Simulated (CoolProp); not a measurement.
Properties of cyclopentane along the isobar 13.7 MPa (Tc = 511.7 K, pc = 4.583 MPa, ω = 0.202).

Computed with CoolProp (reference Helmholtz-energy equation of state, Gedanitz 2015).

```
T (K)          phase       Z  cp (kJ/(kg K))  expansivity (1/kK)  fugacity coefficient
-----  -------------  ------  --------------  ------------------  --------------------
347.1         liquid  0.4706           2.018               1.356               0.02353
364           liquid  0.4594           2.103               1.426               0.03546
380.9         liquid  0.4501           2.189               1.505               0.05101
397.8         liquid  0.4424           2.275               1.595               0.07048
414.7         liquid  0.4363           2.361               1.696               0.09403
431.6         liquid  0.4318           2.447               1.811                0.1217
448.6         liquid  0.4289           2.534               1.945                0.1534
465.5         liquid  0.4277           2.622               2.103                0.1887
482.4         liquid  0.4283           2.712               2.293                0.2272
499.3         liquid  0.4310           2.806               2.529                0.2684
516.2  supercritical  0.4361           2.907               2.827                0.3117
533.1  supercritical  0.4444           3.018               3.210                0.3565
550    supercritical  0.4565           3.139               3.703                0.4020
```
